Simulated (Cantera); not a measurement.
A perfectly stirred reactor is fed with H₂ : O₂ : N₂ = 0.64 : 1 : 3.6 (molar parts), equivalence ratio 0.32, at 100.0 Torr; it is held at 1225 K, and followed from long to short residence time.

Computed with Cantera and the H2/O2 subset of GRI-Mech 3.0, which has no nitrogen chemistry. The temperature is held fixed by assumption; the heat of reaction is taken as removed at once.

### Question
What does this change do: H2 0.64 to 0.12 parts?

### Answer
```csv
quantity,before,after
x(H₂) at τ = 11.0 s,3.48e-5,1.03e-5
x(O₂) at τ = 11.0 s,0.138,0.202
x(H) at τ = 11.0 s,2.39e-6,6.68e-7
x(O) at τ = 11.0 s,3.03e-5,2.92e-5
x(HO₂) at τ = 11.0 s,9.26e-7,3.69e-7
x(H₂) at τ = 0.300 s,0.000371,9.83e-5
x(O₂) at τ = 0.300 s,0.138,0.201
x(H) at τ = 0.300 s,8.96e-5,2.43e-5
x(O) at τ = 0.300 s,0.000344,0.000318
x(HO₂) at τ = 0.300 s,5.60e-6,2.18e-6
```
